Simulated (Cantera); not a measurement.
What does this Cantera script print?

```python
import numpy as np
import cantera as ct

gas_names = """
    C CN CO CO2 C2 CCN CNC C2N2 C2O C3 C3O2 C4 C4N2 C5 Fe FeC5O5 FeO N NCO NO NO2 NO3 N2 N2O O O2 O3
""".split()
cond_names = """
    C(gr) Fe(a) Fe(c) Fe(d) Fe(L) FeC5O5(L) FeO(s) FeO(L) Fe2O3(s) Fe3O4(s)
""".split()


def load(file, names, dense=False):
    # The tables refer to 1 bar. Condensed volumes are neglected.
    table = {s.name: s for s in ct.Species.list_from_file(file)}
    out = []
    for n in names:
        d = dict(table[n].input_data)
        d["thermo"] = dict(d["thermo"], **{"reference-pressure": 1e5})
        if dense:
            d["equation-of-state"] = {"model": "constant-volume", "density": "1e6 g/cm^3"}
        out.append(ct.Species.from_dict(d))
    return out


gas = ct.Solution(thermo="ideal-gas", species=load("nasa_gas.yaml", gas_names))
cond = {s.name: ct.Solution(thermo="fixed-stoichiometry", species=[s], name=s.name)
        for s in load("nasa_condensed.yaml", cond_names, dense=True)}
atoms = {
    'Fe3O4': {'Fe': 3, 'O': 4},
    'C': {'C': 1},
    'N2': {'N': 2},
    'CO': {'C': 1, 'O': 1},
}
top_T = {'C(gr)': 4500, 'Fe2O3(s)': 1830, 'Fe3O4(s)': 1870}  # K; cautious upper limits of use, not melting points


def equilibrate(T, P, feed):
    n = {}
    for name, mol in feed.items():
        for a, k in atoms[name].items():
            n[a] = n.get(a, 0.0) + k * mol
    gas.TPX = T, P, n
    mass = sum(n.values()) * gas.mean_molecular_weight
    gas.equilibrate("TP")
    valid = [c for c in cond.values() if c.min_temp <= T <= top_T.get(c.name, c.max_temp)]
    mix = ct.Mixture([(gas, mass / gas.mean_molecular_weight)] + [(c, 0.0) for c in valid])
    mix.T, mix.P = T, P
    mix.equilibrate("TP", solver="vcs", rtol=1e-11, max_steps=5000)
    return mix


results = []
feed = {'Fe3O4': 1, 'C': 1.8, 'N2': 18, 'CO': 2.9}  # mol
P = 520  # Pa
for T in [1048, 1148, 1248, 1348, 1448, 1548, 1648, 1748, 1848, 1948, 2048, 2148, 2248, 2348]:
    mix = equilibrate(T, P, feed)
    results.append((T, P, feed, dict(zip(mix.species_names, mix.species_moles))))
    x = sorted(zip(gas.X, gas.species_names), reverse=True)
    print(f"T = {T:g} K  P = {P:g} Pa  gas = {mix.phase_moles(0):.4g} mol")
    print("   x: " + "  ".join(f"{s} {v:.3e}" for v, s in x if v > 1e-05))
    print("   condensed (mol): " + ("  ".join(f"{mix.phase(i).name} {mix.phase_moles(i):.4g}"
          for i in range(1, mix.n_phases) if mix.phase_moles(i) > 1e-12) or "none"))
```

It prints:

```
T = 1048 K  P = 520 Pa  gas = 22.7 mol
   x: N2 7.930e-01  CO 1.673e-01  CO2 3.976e-02
   condensed (mol): Fe(a) 1.703  FeO(s) 1.297
T = 1148 K  P = 520 Pa  gas = 22.7 mol
   x: N2 7.930e-01  CO 1.708e-01  CO2 3.623e-02
   condensed (mol): Fe(a) 1.622  FeO(s) 1.378
T = 1248 K  P = 520 Pa  gas = 22.7 mol
   x: N2 7.930e-01  CO 1.734e-01  CO2 3.361e-02
   condensed (mol): Fe(c) 1.563  FeO(s) 1.437
T = 1348 K  P = 520 Pa  gas = 22.7 mol
   x: N2 7.930e-01  CO 1.756e-01  CO2 3.149e-02
   condensed (mol): Fe(c) 1.515  FeO(s) 1.485
T = 1448 K  P = 520 Pa  gas = 22.7 mol
   x: N2 7.929e-01  CO 1.774e-01  CO2 2.967e-02
   condensed (mol): Fe(c) 1.473  FeO(s) 1.527
T = 1548 K  P = 520 Pa  gas = 22.7 mol
   x: N2 7.929e-01  CO 1.789e-01  CO2 2.810e-02  Fe 7.746e-05
   condensed (mol): Fe(c) 1.436  FeO(s) 1.562
T = 1648 K  P = 520 Pa  gas = 22.71 mol
   x: N2 7.926e-01  CO 1.802e-01  CO2 2.674e-02  Fe 5.016e-04
   condensed (mol): Fe(c) 1.396  FeO(s) 1.593
T = 1748 K  P = 520 Pa  gas = 22.76 mol
   x: N2 7.909e-01  CO 1.831e-01  CO2 2.344e-02  Fe 2.598e-03  FeO 1.196e-05
   condensed (mol): Fe(d) 1.274  FeO(L) 1.666
T = 1848 K  P = 520 Pa  gas = 22.95 mol
   x: N2 7.842e-01  CO 1.838e-01  CO2 2.098e-02  Fe 1.096e-02  FeO 6.735e-05
   condensed (mol): Fe(L) 1.03  FeO(L) 1.717
T = 1948 K  P = 520 Pa  gas = 23.62 mol
   x: N2 7.622e-01  CO 1.799e-01  Fe 3.847e-02  CO2 1.909e-02  FeO 3.143e-04  NO 1.767e-05
   condensed (mol): Fe(L) 0.3429  FeO(L) 1.741
T = 2048 K  P = 520 Pa  gas = 24.27 mol
   x: N2 7.415e-01  CO 1.633e-01  Fe 6.348e-02  CO2 3.031e-02  FeO 1.251e-03  NO 9.286e-05  O 6.695e-05  O2 2.535e-05
   condensed (mol): FeO(L) 1.429
T = 2148 K  P = 520 Pa  gas = 24.94 mol
   x: N2 7.215e-01  CO 1.382e-01  Fe 8.427e-02  CO2 5.025e-02  FeO 4.341e-03  O 5.630e-04  NO 4.919e-04  O2 4.434e-04
   condensed (mol): FeO(L) 0.7901
T = 2248 K  P = 520 Pa  gas = 25.9 mol
   x: N2 6.942e-01  CO 1.189e-01  Fe 1.056e-01  CO2 6.255e-02  FeO 1.021e-02  O2 3.685e-03  O 3.068e-03  NO 1.747e-03
   condensed (mol): none
T = 2348 K  P = 520 Pa  gas = 26.12 mol
   x: N2 6.877e-01  CO 1.298e-01  Fe 1.054e-01  CO2 5.017e-02  FeO 9.483e-03  O 7.584e-03  O2 7.016e-03  NO 2.954e-03
   condensed (mol): none
```

These are equilibrium values from Cantera (NASA tables, ideal gas, pure condensed phases), not measurements of a reactor. Each liquid is taken as pure. Mutual solubility and eutectic melting of coexisting phases are not modelled. The tables' stoichiometric FeO is somewhat more stable than real wüstite, so its field is too wide. FeO: taken at fixed stoichiometry.
